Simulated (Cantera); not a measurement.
A perfectly stirred reactor is fed with CO : H₂ : CH₄ : O₂ : N₂ = 1 : 0.12 : 0.068 : 0.696 : 2.62 (molar parts), equivalence ratio 1.0, at 210000 Pa; it is adiabatic with a 425 K inlet, and is followed from long to short residence time, starting on the burning branch (τ in s: 0.22, 0.097, 0.042, 0.018, 0.0081, 0.0035, 0.0015, 0.00067, 0.00029, 0.00013, 5.6e-05, 2.4e-05, 1.1e-05).

Computed with Cantera and GRI-Mech 3.0 (53 species, 325 reactions).

Predict: blow-out, bracketed by the residence times tried; x(CO) at τ = 0.220 s; x(H₂) at τ = 0.220 s; x(CH₄) at τ = 0.220 s; x(H₂O₂) at τ = 0.220 s; x(CO) at τ = 1.50 ms; x(H₂) at τ = 1.50 ms; x(CH₄) at τ = 1.50 ms; x(H₂O₂) at τ = 1.50 ms.


```json
{
 "blow_out_bracketed_by_the_residence_times_tried": "burning at 56.0 µs, out at 24.0 µs",
 "x(CO) at τ = 0.220 s": "0.0346",
 "x(H₂) at τ = 0.220 s": "0.00150",
 "x(CH₄) at τ = 0.220 s": "9.38e-8",
 "x(H₂O₂) at τ = 0.220 s": "6.32e-8",
 "x(CO) at τ = 1.50 ms": "0.0614",
 "x(H₂) at τ = 1.50 ms": "0.00307",
 "x(CH₄) at τ = 1.50 ms": "6.15e-6",
 "x(H₂O₂) at τ = 1.50 ms": "1.29e-7"
}
```
